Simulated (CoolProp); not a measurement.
Vapour-liquid equilibrium of CH2F2 (R32) (1) + R134a (2) at 282.1 K; x and y are mole fractions of (1).

The numbers come from the multi-fluid Helmholtz-energy mixture model, Tillner-Roth 1997 and Tillner-Roth 1994; pair parameters Lemmon 2004 in CoolProp.

Q: Give the bubble pressure and the first vapour's composition at x = 0.05, 0.8, 0.95. Is there an azeotrope?

A: x = 0.05: 0.4334 MPa, y = 0.114; x = 0.8: 0.9300 MPa, y = 0.897; x = 0.95: 1.036 MPa, y = 0.976. No azeotrope shows between x = 0.05 and 0.95.

Pair parameters are fitted to limited data, so mixtures are less certain than the pure fluids.
